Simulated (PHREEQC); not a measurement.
NaF is added in steps, without added water, to 1 kg of water holding 35 mmol/kgw HF, 0.22 mmol/kgw (NH4)2SiF6, 48 mmol/kgw H3PO4 and 18 mmol/kgw HCl, at 20 °C. Oxygen alone is held at its pressure in air (log pO2 = -0.68). CO2 from the air is kept out. The run lets SiO2(a), Halite precipitate or redissolve, and no other solid.

Base run: PHREEQC, ion-association model, wateq4f.dat. Each further column changes one thing. The table gives H3PO4 (mol/kgw).

```tsv
NaF added (mol)	base	database phreeqc.dat	all activity coefficients set to 1	Davies equation for every ion	Debye-Hückel limiting law
0	0.0364	0.0365	0.0383	0.0362	0.0356
0.02625	0.0286	[?]	0.0303	0.0283	0.0276
0.04375	0.0217	0.0227	0.0228	0.0214	0.0208
0.07	0.0128	[?]	0.0131	0.0126	0.0123
0.09625	0.00789	[?]	0.00786	0.00770	0.00747
0.1138	0.00604	[?]	0.00596	0.00586	0.00567
0.14	0.00433	0.00559	0.00424	0.00418	0.00402
```

Problem. Fill in the missing entries.

Solution. 
- 0.02625, database phreeqc.dat: 0.0290
- 0.07, database phreeqc.dat: 0.0147
- 0.09625, database phreeqc.dat: 0.00974
- 0.1138, database phreeqc.dat: 0.00765

wateq4f.dat counts part of the HF as a dimer, H2F2, which phreeqc.dat doesn't know; its constant is uncertain. H3PO4, which wateq4f.dat lacks, is added to it with the constant of phreeqc.dat. SiF6-2 is the database's only silicon fluoride. phreeqc.dat and wateq4f.dat share most of their constants, so their agreement is no independent check.
